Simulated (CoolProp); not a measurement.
Saturation properties of R124.

Model: reference Helmholtz-energy equation of state, de Vries 1995, in CoolProp.

| T (°C) | p (bar) | enthalpy of vaporisation (kJ/kg) | vapour Z | surface tension (mN/m) |
|---|---|---|---|---|
| -6.25 | 1.280 | 163.1 | 0.9492 | 13.5 |
| -3.25 | 1.440 | 161.6 | 0.9448 | 13.1 |
| -0.35 | 1.609 | 160.2 | 0.9404 | 12.7 |
| 2.55 | 1.793 | 158.7 | 0.9357 | 12.4 |
| 5.45 | 1.993 | 157.3 | 0.9309 | 12.0 |
| 8.45 | 2.218 | 155.7 | 0.9256 | 11.7 |
| 11.35 | 2.453 | 154.2 | 0.9202 | 11.3 |
| 14.25 | 2.707 | 152.6 | 0.9146 | 10.9 |
| 17.15 | 2.980 | 151.0 | 0.9087 | 10.6 |
| 20.15 | 3.285 | 149.3 | 0.9024 | 10.2 |
| 23.05 | 3.601 | 147.7 | 0.8960 | 9.89 |
| 25.95 | 3.940 | 146.0 | 0.8894 | 9.54 |
| 28.85 | 4.303 | 144.3 | 0.8825 | 9.20 |
| 31.85 | 4.703 | 142.5 | 0.8751 | 8.85 |
| 34.75 | 5.117 | 140.7 | 0.8676 | 8.51 |

It boils at -12.0 °C under 1 atm.

Surface tension comes from a separate correlation (Mulero 2012).
